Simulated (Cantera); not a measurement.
Charge: 1 mol SiC, 0.034 mol H2O, 23 mol H2, 0.0043 mol O2, at 750 °C and 1 atm.

Method: chemical equilibrium by Gibbs-energy minimisation in Cantera with the NASA 1993 tables (ideal gas, pure condensed phases). Candidate condensed phases: C, C6H6, C7H8, C8H18, H2O, Si, SiC, SiO2; 123 gas species. Mutual solubility and eutectic melting of coexisting phases are not modelled. The numbers say what is thermodynamically allowed, not how fast it happens.

Base state: H2 0.999, CH4 0.000926 (mole fractions); condensed: SiC(s) + SiO2(β-quartz).

### Question
What changes in the equilibrium state with this change: temperature from 750 °C to 1200 °C?

### Answer
```tsv
species	before	after
H2	0.999	0.999
CO	<1e-9	0.000445
CH4	0.000926	0.000292
SiO	<1e-9	8.01e-5
H	4.11e-9	1.26e-5
SiC(s), mol	0.979	0.983
SiO2(β-quartz), mol	0.0213	0.0151
```
The tables hold silica as quartz up to 1696 K and as liquid above; real silica turns to tridymite and cristobalite and melts near 1996 K.
